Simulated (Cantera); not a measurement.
## Ta2O5 + CH4 + H2 (carbothermic reduction)

Input: 1 mol Ta2O5, 2 mol CH4, 0.9 mol H2, held at 0.00730 bar.

Equilibrium computed with Cantera from the NASA thermochemical tables; the gas is ideal and each condensed phase is pure. Candidate condensed phases: C, C6H6, C7H8, C8H18, H2O, Ta, TaC, Ta2O5; 113 gas species. Mutual solubility and eutectic melting of coexisting phases are not modelled. Condensed phases not in the tables: Ta2C, N, O or C dissolved in the metal. The numbers say what is thermodynamically allowed, not how fast it happens.

From 2025 K to 2050 K the condensed part is Ta(s) + Ta2O5(s). From 2075 K to 2300 K the condensed part is Ta(s) + Ta2O5(l). The main Ta-bearing gas is TaO2 throughout.

```
T (K)  log p H2  log p CO  log p H  log p TaO2  log p H2O  n Ta(s)  n Ta2O5(s)  n Ta2O5(l)
-----  --------  --------  -------  ----------  ---------  -------  ----------  ----------
2025      -2.30     -2.68    -3.86       -5.79      -4.99    0.804       0.597           0
2050      -2.30     -2.68    -3.79       -5.61      -4.94    0.804       0.597           0
2075      -2.30     -2.68    -3.72       -5.44      -4.91    0.804           0       0.596
2100      -2.30     -2.68    -3.66       -5.29      -4.87    0.804           0       0.595
2125      -2.31     -2.68    -3.59       -5.13      -4.84    0.804           0       0.594
2150      -2.31     -2.68    -3.53       -4.98      -4.81    0.803           0       0.592
2175      -2.31     -2.69    -3.47       -4.83      -4.78    0.802           0       0.590
2200      -2.32     -2.69    -3.41       -4.69      -4.75    0.801           0       0.587
2225      -2.32     -2.69    -3.35       -4.55      -4.73    0.799           0       0.584
2250      -2.33     -2.69    -3.29       -4.42      -4.70    0.796           0       0.579
2275      -2.33     -2.70    -3.24       -4.28      -4.68    0.792           0       0.573
2300      -2.34     -2.70    -3.19       -4.16      -4.66    0.786           0       0.564
```
log p: log10 of the partial pressure in bar; n: condensed amount in mol.
